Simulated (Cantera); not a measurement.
Input (Python, Cantera) and output of one run.

```python
import numpy as np
import cantera as ct

gas_names = [...]  # 77 gases of nasa_gas.yaml made of C, H, Ti
cond_names = """
    C(gr) C6H6(L) C7H8(L) C8H18(L),n-octa Ti(a) Ti(b) Ti(L) TiC(s) TiC(L)
""".split()


# ... load() reads the species with a 1 bar reference pressure and builds the phases ...
atoms = {
    'TiC': {'Ti': 1, 'C': 1},
    'C': {'C': 1},
    'H2': {'H': 2},
}
top_T = {'C(gr)': 4500}  # K; cautious upper limits of use, not melting points


# ... equilibrate(T, P, feed) seeds the gas with the atoms and calls Mixture.equilibrate('TP', solver="vcs", rtol=1e-11, max_steps=5000) ...
results = []
feed = {'TiC': 1, 'C': 0.074, 'H2': 0.33}  # mol
T = 2798.15  # K
P = 4.2  # Pa
mix = equilibrate(T, P, feed)
results.append((T, P, feed, dict(zip(mix.species_names, mix.species_moles))))
print(gas.report(threshold=1e-06))
for i in range(1, mix.n_phases):
    print(f"{mix.phase(i).name:16s} {mix.phase_moles(i):12.5e} mol")
```

Output:

```
       temperature   2798.2 K
          pressure   4.2 Pa
           density   5.152e-06 kg/m^3
  mean mol. weight   28.539 kg/kmol
   phase of matter   gas

                          1 kg             1 kmol
                     ---------------   ---------------
          enthalpy        1.8749e+07        5.3508e+08  J
   internal energy        1.7934e+07        5.1181e+08  J
           entropy             11143          3.18e+05  J/K
    Gibbs function        -1.243e+07       -3.5475e+08  J
 heat capacity c_p              1041             29708  J/K
 heat capacity c_v            749.64             21394  J/K

                      mass frac. Y      mole frac. X     chem. pot. / RT
                     ---------------   ---------------   ---------------
                 C          0.035619          0.084633           -4.1267
                CH        3.9044e-06        8.5588e-06           -23.183
                C2          0.018297          0.021737           -8.2535
               C2H        0.00033816        0.00038556            -27.31
    C2H2,acetylene        5.4205e-06        5.9411e-06           -46.367
                C3           0.15479           0.12259            -12.38
                C4        0.00020739        0.00012319           -16.507
                C5        0.00074276        0.00035296           -20.634
                 H          0.010773           0.30502           -19.057
                H2        4.1771e-05        0.00059132           -38.113
                Ti           0.77919           0.46455           -15.814
     [  +66 minor]         5.811e-08        4.4211e-08

C(gr)             0.00000e+00 mol
Ti(L)             0.00000e+00 mol
TiC(s)            0.00000e+00 mol
```

Method: chemical equilibrium by Gibbs-energy minimisation in Cantera with the NASA 1993 tables (ideal gas, pure condensed phases).
